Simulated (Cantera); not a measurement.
A closed system holds: 1 mol FeS, 0.11 mol SO₃, 0.6 mol N₂, 0.38 mol SO₂, at 600 K.

Method: chemical equilibrium by Gibbs-energy minimisation in Cantera with the NASA 1993 tables (ideal gas, pure condensed phases). Candidate condensed phases: Fe, FeO, FeS, FeSO₄, FeS₂, Fe₂O₃, Fe₂(SO₄)₃, Fe₃O₄, S; 19 gas species. Rates play no part.

Problem. At 10.0 mbar, list the 3 most abundant gas species with their mole fractions, and the condensed phases.

Solution. N₂ 0.700, SO₂ 0.300, S₂ 1.45e-5. Condensed: FeS₂(s) + Fe₂O₃(s).
